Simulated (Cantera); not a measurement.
Input: 1 mol Fe3O4, 9.8 mol CO, 5.8 mol N2, equilibrated at 1198 K and 0.133 bar.

Method: chemical equilibrium by Gibbs-energy minimisation in Cantera with the NASA 1993 tables (ideal gas, pure condensed phases). Candidate condensed phases: C, Fe, Fe(CO)5, FeO, Fe2O3, Fe3O4; 27 gas species. Mutual solubility and eutectic melting of coexisting phases are not modelled. The tables' stoichiometric FeO is somewhat more stable than real wüstite, so its field is too wide. FeO: taken at fixed stoichiometry. Rates play no part.

Base state: CO 0.523, N2 0.372, CO2 0.106 (mole fractions); condensed: Fe(γ) + FeO(s).

Q: What changes in the equilibrium state with this change: temperature from 1198 K to 2373.15 K?

A: 
| species | before | after |
|---|---|---|
| CO | 0.523 | 0.504 |
| N2 | 0.372 | 0.357 |
| CO2 | 0.106 | 0.0991 |
| Fe | <1e-9 | 0.0382 |
| FeO | <1e-9 | 0.00185 |
| NO | <1e-9 | 0.000261 |
| Fe(γ), mol | 0.648 | 0 |
| FeO(s), mol | 2.35 | 0 |
| FeO(l), mol | 0 | 2.35 |

Q: What changes in the equilibrium state with this change: temperature from 1198 K to 2598 K?

A: 
```tsv
species	before	after
CO	0.523	0.412
N2	0.372	0.327
CO2	0.106	0.142
Fe	<1e-9	0.0978
FeO	<1e-9	0.0130
O	<1e-9	0.00362
O2	<1e-9	0.00329
Fe(γ), mol	0.648	0
FeO(s), mol	2.35	0
FeO(l), mol	0	1.04
```
